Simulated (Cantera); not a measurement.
A closed system holds: 1 mol Cr, 0.075 mol O2, 46 mol H2, equilibrated at 1975 K and 2.80 Pa.

Method: chemical equilibrium by Gibbs-energy minimisation in Cantera with the NASA 1993 tables (ideal gas, pure condensed phases). Candidate condensed phases: Cr, Cr2O3, H2O; 13 gas species. Equilibrium is a limit: real reactors are often held back by kinetics, nucleation or transport.

Base state: H2 0.754, H 0.225, Cr 0.0188, H2O 0.00270, OH 7.65e-5, CrO 4.42e-5, O 1.68e-5 (mole fractions); condensed: gas only.

What changes in the equilibrium state with this change: pressure from 2.80 Pa to 10.0 mbar?


```
species   before    after
-------  -------  -------
H2         0.754    0.962
Cr        0.0188   0.0211
H          0.225   0.0134
O        1.68e-5  4.26e-8
OH       7.65e-5  4.15e-6
H2O      0.00270  0.00312
CrO      4.42e-5  4.49e-5
```
